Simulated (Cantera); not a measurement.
Input: 1 mol Si2H6, 0.72 mol O2, 180 mol N2, held at 6.30 Pa.

These are equilibrium values from Cantera (NASA tables, ideal gas, pure condensed phases), not measurements of a reactor. Candidate condensed phases: H2O, Si, SiO2, Si2N2O, Si3N4; 35 gas species. The feed counts by its element totals alone. N2 is the only nitrogen source here; it is nearly inert below about 1500 K, so the nitride shown seldom forms there in practice. Kinetics and transport are ignored.

At 1425 K, list the 4 most abundant gas species with their mole fractions, and the condensed phases.

N2 0.979, H2 0.0163, SiO 0.00480, H 0.000110. Condensed: Si2N2O(s).
